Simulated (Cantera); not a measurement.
A Cantera script and what it prints.

```python
import numpy as np
import cantera as ct

gas_names = """
    NH3 C2H4 N2
""".split()
cond_names = """
    TaC(s) TaC(L) Ta(cr) Ta(L)
""".split()


# ... load() reads the species with a 1 bar reference pressure and builds the phases ...
species = {s.name: s for s in load("nasa_gas.yaml", gas_names) + load("nasa_condensed.yaml", cond_names)}
# Each term lists the table entries of one substance; the one whose range holds T is used.
reactions = {
    '6 TaC + 4 NH3(g) = 3 C2H4(g) + 2 N2(g) + 6 Ta':
        [(-6, ['TaC(s)', 'TaC(L)']), (-4, ['NH3']), (3, ['C2H4']), (2, ['N2']), (6, ['Ta(cr)', 'Ta(L)'])],
}


def pick(names, T):
    return next(species[n] for n in names if species[n].thermo.min_temp <= T <= species[n].thermo.max_temp)


results = []
for label, terms in reactions.items():
    print(label)
    print("     T/K   dH/kJ  dS/(J/K)   dG/kJ   log10 K")
    for T in [300, 1425, 1575, 1725, 1875, 2025, 2175, 2325, 2475, 2625, 2775]:
        used = [(nu, pick(names, T)) for nu, names in terms]
        dH = sum(nu * s.thermo.h(T) for nu, s in used) / 1e6
        dS = sum(nu * s.thermo.s(T) for nu, s in used) / 1e3
        dG = dH - T * dS / 1e3
        logK = -dG * 1e6 / (ct.gas_constant * T * np.log(10))
        results.append((label, T, dH, dS, dG, logK, [s.name for _, s in used]))
        print(f"{T:8g} {dH:8.1f} {dS:8.1f} {dG:8.1f} {logK:8.2f}")
```

Output:

```
6 TaC + 4 NH3(g) = 3 C2H4(g) + 2 N2(g) + 6 Ta
     T/K   dH/kJ  dS/(J/K)   dG/kJ   log10 K
     300   1205.8    264.5   1126.4  -196.13
    1425   1181.3    227.2    857.6   -31.44
    1575   1178.3    225.2    823.7   -27.32
    1725   1175.0    223.1    790.1   -23.92
    1875   1171.2    221.1    756.7   -21.08
    2025   1167.1    218.9    723.7   -18.67
    2175   1162.6    216.8    691.1   -16.60
    2325   1157.9    214.7    658.7   -14.80
    2475   1153.0    212.7    626.6   -13.23
    2625   1148.0    210.7    594.9   -11.84
    2775   1143.2    208.9    563.4   -10.61
```

Source: NASA polynomial tables (part measured, part estimated), evaluated in Cantera. TaC: taken at fixed stoichiometry. Condensed species are held in their standard states even where they would react or evaporate.
